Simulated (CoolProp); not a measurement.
Properties of n-perfluorohexane along the isotherm 450 K.

Model: reference Helmholtz-energy equation of state, Gao 2022, in CoolProp.

```
p (MPa)          phase  density (kg/m³)  isothermal compressibility (1/MPa)  fugacity coefficient
-------  -------------  ---------------  ----------------------------------  --------------------
1.74               gas            382.9                               3.371                0.6590
3.48     supercritical             1102                             0.05688                0.3886
5.22     supercritical             1180                             0.02856                0.2972
6.97     supercritical             1229                             0.01917                0.2538
8.71     supercritical             1265                             0.01451                0.2303
10.4     supercritical             1293                             0.01177                0.2174
12.2     supercritical             1318                            0.009824                0.2099
13.9     supercritical             1339                            0.008510                0.2068
15.7     supercritical             1358                            0.007465                0.2065
17.4     supercritical             1375                            0.006697                0.2085
```
